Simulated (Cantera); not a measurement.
Charge: 1 mol SiH2Cl2, 480 mol H2, equilibrated at 0.110 bar.

Cantera equilibrium calculation (NASA polynomials, part measured and part estimated; ideal gas, pure solids and liquids). Candidate condensed phases: Si; 19 gas species. Gases not in the tables: Si2H6 and higher silanes. The numbers say what is thermodynamically allowed, not how fast it happens.

**Question.** Which condensed phases are stable at each of these points (T (°C)): 775, 875, 975, 1075, 1175, 1275, 1375, 1475, 1575, 1675, 1775, 1875, 1975, 2075?

**Answer.** 
```json
[
 {"T (°C)": "775", "condensed phases": "Si(s)", "Si condensed (%)": "93.5"},
 {"T (°C)": "875", "condensed phases": "Si(s)", "Si condensed (%)": "97.4"},
 {"T (°C)": "975", "condensed phases": "Si(s)", "Si condensed (%)": "97.8"},
 {"T (°C)": "1075", "condensed phases": "Si(s)", "Si condensed (%)": "97.7"},
 {"T (°C)": "1175", "condensed phases": "Si(s)", "Si condensed (%)": "97.5"},
 {"T (°C)": "1275", "condensed phases": "Si(s)", "Si condensed (%)": "97.2"},
 {"T (°C)": "1375", "condensed phases": "Si(s)", "Si condensed (%)": "96.6"},
 {"T (°C)": "1475", "condensed phases": "Si(l)", "Si condensed (%)": "95.3"},
 {"T (°C)": "1575", "condensed phases": "Si(l)", "Si condensed (%)": "91.7"},
 {"T (°C)": "1675", "condensed phases": "Si(l)", "Si condensed (%)": "80.6"},
 {"T (°C)": "1775", "condensed phases": "Si(l)", "Si condensed (%)": "49.6"},
 {"T (°C)": "1875", "condensed phases": "gas only", "Si condensed (%)": "0.0"},
 {"T (°C)": "1975", "condensed phases": "gas only", "Si condensed (%)": "0.0"},
 {"T (°C)": "2075", "condensed phases": "gas only", "Si condensed (%)": "0.0"}
]
```

From 775 °C to 1375 °C the condensed part is Si(s). From 1475 °C to 1775 °C the condensed part is Si(l). From 1875 °C to 2075 °C nothing is condensed.
